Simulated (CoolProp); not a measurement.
Properties of fluorine along the isotherm -107.75 °C (Tc = -128.7 °C, pc = 5.240 MPa, ω = 0.045).

Model: reference Helmholtz-energy equation of state, de Reuck 1990, in CoolProp.

| p (MPa) | phase | density (kg/m³) | cp (kJ/(kg K)) | cv (kJ/(kg K)) | isothermal compressibility (1/MPa) | expansivity (1/kK) | fugacity coefficient |
|---|---|---|---|---|---|---|---|
| 0.175 | gas | 4.870 | 0.7822 | 0.5564 | 5.756 | 6.186 | 0.9929 |
| 0.349 | gas | 9.783 | 0.7926 | 0.5596 | 2.908 | 6.331 | 0.9859 |
| 0.524 | gas | 14.80 | 0.8034 | 0.5628 | 1.952 | 6.482 | 0.9788 |
| 0.699 | gas | 19.89 | 0.8146 | 0.5660 | 1.475 | 6.641 | 0.9718 |
| 0.873 | gas | 25.04 | 0.8261 | 0.5691 | 1.191 | 6.805 | 0.9647 |
| 1.05 | gas | 30.36 | 0.8381 | 0.5723 | 0.9984 | 6.979 | 0.9576 |
| 1.22 | gas | 35.55 | 0.8501 | 0.5753 | 0.8666 | 7.154 | 0.9507 |
| 1.4 | gas | 41.14 | 0.8632 | 0.5785 | 0.7622 | 7.347 | 0.9435 |
| 1.57 | gas | 46.52 | 0.8761 | 0.5815 | 0.6858 | 7.538 | 0.9366 |
| 1.75 | gas | 52.32 | 0.8902 | 0.5847 | 0.6212 | 7.749 | 0.9294 |
| 1.92 | gas | 57.89 | 0.9042 | 0.5877 | 0.5716 | 7.958 | 0.9225 |
| 2.1 | gas | 63.91 | 0.9195 | 0.5908 | 0.5280 | 8.189 | 0.9153 |
| 2.27 | gas | 69.70 | 0.9347 | 0.5938 | 0.4933 | 8.417 | 0.9085 |
| 2.45 | gas | 75.95 | 0.9514 | 0.5970 | 0.4620 | 8.671 | 0.9013 |
| 2.62 | gas | 81.97 | 0.9680 | 0.6000 | 0.4365 | 8.922 | 0.8945 |
